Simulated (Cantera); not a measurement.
## Diamond growth

A diamond (100) surface in a fixed gas of H2 with x(CH4) = 0.0059, x(H) = 0.041, x(CH3) = 0.00044, 21.0 Torr; coverages are run to steady state.

Model: the Harris–Goodwin 1993 mechanism for the reconstructed diamond (100) surface, integrated in Cantera.

| T (K) | growth (µm/h) | θ c6HH | θ c6H* | θ c6*H | θ c6** | θ c6HM |
|---|---|---|---|---|---|---|
| 925 | 4.44 | 0.661 | 0.0123 | 0.311 | 0.00544 | 0.00803 |
| 975 | 5.76 | 0.614 | 0.0163 | 0.353 | 0.00812 | 0.00644 |
| 1025 | 7.17 | 0.570 | 0.0207 | 0.390 | 0.0116 | 0.00519 |
| 1075 | 8.53 | 0.528 | 0.0255 | 0.424 | 0.0160 | 0.00414 |
| 1125 | 9.45 | 0.489 | 0.0306 | 0.454 | 0.0213 | 0.00318 |
| 1175 | 9.40 | 0.453 | 0.0359 | 0.480 | 0.0275 | 0.00223 |
| 1225 | 8.14 | 0.420 | 0.0414 | 0.501 | 0.0347 | 0.00135 |
| 1275 | 6.33 | 0.390 | 0.0468 | 0.519 | 0.0428 | 0.000703 |
| 1325 | 4.94 | 0.362 | 0.0522 | 0.533 | 0.0518 | 0.000327 |
| 1375 | 4.27 | 0.337 | 0.0575 | 0.543 | 0.0616 | 0.000144 |
θ: site fractions in the mechanism's names (c6HH fully hydrogenated, c6H* and c6*H radical sites, c6** diradical, c6HM methylated).
